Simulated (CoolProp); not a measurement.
C2F6 (R116) along the isotherm 309 K: density (kg/m³) from the reference equation and from simpler models built on Tc = 293.0 K, pc = 3048 kPa, ω = 0.257; each cubic takes its own stable root.

The numbers come from the reference Helmholtz-energy equation of state, Lemmon 2006 in CoolProp. It is a short technical equation, of lower accuracy than the large ones.

| p (kPa) | phase | reference |
|---|---|---|
| 190 | gas | 10.39 |
| 381 | gas | 21.22 |
| 571 | gas | 32.42 |
| 762 | gas | 44.16 |
| 952 | gas | 56.36 |
| 1140 | gas | 69.00 |
| 1330 | gas | 82.43 |
| 1520 | gas | 96.61 |

Problem. How far does each simpler model (ideal gas, van der Waals, Redlich-Kwong, Soave-Redlich-Kwong, Peng-Robinson) lie from the reference over these 8 states: mean and median of the absolute difference, and the worst?

Solution. 
- ideal gas: mean 8.4 %, median 8.3 %, worst -15.5 % at 309 K and 1520 kPa
- van der Waals: mean 0.5 %, median 0.5 %, worst -0.9 % at 309 K and 1520 kPa
- Redlich-Kwong: mean 0.4 %, median 0.4 %, worst +0.7 % at 309 K and 1520 kPa
- Soave-Redlich-Kwong: mean 0.1 %, median 0.1 %, worst +0.1 % at 309 K and 952 kPa
- Peng-Robinson: mean 1.2 %, median 1.2 %, worst +2.1 % at 309 K and 1520 kPa
